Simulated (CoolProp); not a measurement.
A closed Brayton cycle with carbon dioxide: compressor inlet 318.15 K and 8.7 MPa, high pressure 21.6 MPa, turbine inlet 735 K, compressor efficiency 0.89, turbine efficiency 0.9, recuperator effectiveness 0.8 (on enthalpy, no pinch check). Each further row changes one setting.

Model: reference Helmholtz-energy equation of state, Span 1996, in CoolProp.

```tsv
case	thermal efficiency (%)	net work (kJ/kg)	compressor to turbine work	compressor exit (K)	turbine exit (K)
as stated	27.3	68.9	0.34	382.1	633.0
turbine inlet 685 K	25.9	60.3	[?]	382.1	[?]
compressor inlet 328.15 K	26.3	[?]	[?]	402.6	633.0
high pressure 18.4 MPa	[?]	[?]	[?]	370.7	[?]
recuperator effectiveness 0.5	20.2	68.9	0.34	382.1	633.0
```

Task: Fill in the missing entries.

Result: 
- turbine inlet 685 K, compressor to turbine work: 0.37
- turbine inlet 685 K, turbine exit (K): 586.7
- compressor inlet 328.15 K, net work (kJ/kg): 60.9
- compressor inlet 328.15 K, compressor to turbine work: 0.42
- high pressure 18.4 MPa, thermal efficiency (%): 25.3
- high pressure 18.4 MPa, net work (kJ/kg): 59.3
- high pressure 18.4 MPa, compressor to turbine work: 0.32
- high pressure 18.4 MPa, turbine exit (K): 650.6
